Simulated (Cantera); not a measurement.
Charge: 1 mol C3H6, 1.6 mol O2, 1.2 mol H2, 5.2 mol H2O, at 973.15 K and 0.130 bar.

Equilibrium computed with Cantera from the NASA thermochemical tables; the gas is ideal and each condensed phase is pure. Kinetics and transport are ignored.

| species | before | after |
|---|---|---|
| H2O | 0.309 | 0.390 |
| H2 | 0.450 | 0.354 |
| CO | 0.115 | 0.200 |
| CO2 | 0.127 | 0.0399 |
| H | 2.02e-9 | 0.0139 |
| OH | <1e-9 | 0.00237 |
| O | <1e-9 | 6.37e-5 |
| CH4 | 4.55e-5 | <1e-9 |
| O2 | <1e-9 | 2.94e-5 |
Gas species are given as mole fractions.

### Question
Which change was made?
(A) temperature from 973.15 K to 1248 K
(B) temperature from 973.15 K to 625 K
(C) temperature from 973.15 K to 2273.15 K
(D) C3H6 replaced by CH3OH

### Answer
C, temperature from 973.15 K to 2273.15 K
